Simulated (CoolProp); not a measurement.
Vapour-liquid equilibrium of cyclohexane (1) + p-xylene (2) at 408.1 K; x and y are mole fractions of (1).

The numbers come from the multi-fluid Helmholtz-energy mixture model, Zhou 2014 and Zhou 2012; pair parameters Bell 2016 in CoolProp.

**Question.** Give the bubble pressure and the first vapour's composition at x = 0.2, 0.35, 0.575. Is there an azeotrope?

**Answer.** x = 0.2: 0.1681 MPa, y = 0.540; x = 0.35: 0.2176 MPa, y = 0.699; x = 0.575: 0.2842 MPa, y = 0.835. No azeotrope shows between x = 0.05 and 0.95.

The pair parameters rest on a limited set of measurements; away from them the model extrapolates.
